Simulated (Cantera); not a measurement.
Cantera run:

```python
import numpy as np
import cantera as ct

gas_names = """
    CL CL2 H HCL H2 Na NaCL NaH Na2 Na2CL2
""".split()
cond_names = """
    Na(cr) Na(L) NaCL(s) NaCL(L)
""".split()


# ... load() reads the species with a 1 bar reference pressure and builds the phases ...
atoms = {
    'NaCl': {'Na': 1, 'CL': 1},
    'HCl': {'H': 1, 'CL': 1},
    'H2': {'H': 2},
}
top_T = {}  # K; cautious upper limits of use, not melting points


# ... equilibrate(T, P, feed) seeds the gas with the atoms and calls Mixture.equilibrate('TP', solver="vcs", rtol=1e-11, max_steps=5000) ...
results = []
feed = {'NaCl': 1, 'HCl': 0.2, 'H2': 18}  # mol
P = 25  # Pa
for T in [1173, 1273, 1373, 1473, 1573, 1673, 1773, 1873, 1973]:
    mix = equilibrate(T, P, feed)
    results.append((T, P, feed, dict(zip(mix.species_names, mix.species_moles))))

top = {s: max(r[3][s] / sum(r[3][g] for g in gas_names) for r in results) for s in gas_names}
cols = sorted((s for s in top if top[s] > 1e-05), key=lambda s: -top[s])[:5]
seen = [c for c in cond_names if any(r[3].get(c, 0) > 1e-12 for r in results)]
print("log10 of partial pressures in bar; condensed amounts in mol")
print(f"{'T/K':>10s}" + "".join(f"{s[:9]:>10s}" for s in cols + seen))
for T, P, feed, n in results:
    ng = sum(n[g] for g in gas_names)
    print(f"{T:10.4g}" + "".join(f"{np.log10(max(n[s] / ng * P / 1e5, 1e-99)):10.3f}" for s in cols)
          + "".join(f"{n.get(c, 0):10.4g}" for c in seen))
```

Output:

```
log10 of partial pressures in bar; condensed amounts in mol
       T/K        H2         H      NaCL       HCL        Na
      1173    -3.630    -8.744    -4.888    -5.579    -7.533
      1273    -3.630    -7.962    -4.890    -5.562    -6.869
      1373    -3.631    -7.293    -4.901    -5.515    -6.343
      1473    -3.632    -6.714    -4.926    -5.430    -5.949
      1573    -3.635    -6.208    -4.968    -5.322    -5.660
      1673    -3.640    -5.763    -5.031    -5.213    -5.446
      1773    -3.647    -5.370    -5.119    -5.119    -5.287
      1873    -3.660    -5.020    -5.233    -5.048    -5.171
      1973    -3.683    -4.711    -5.378    -5.006    -5.092
```

Equilibrium computed with Cantera from the NASA thermochemical tables; the gas is ideal and each condensed phase is pure.
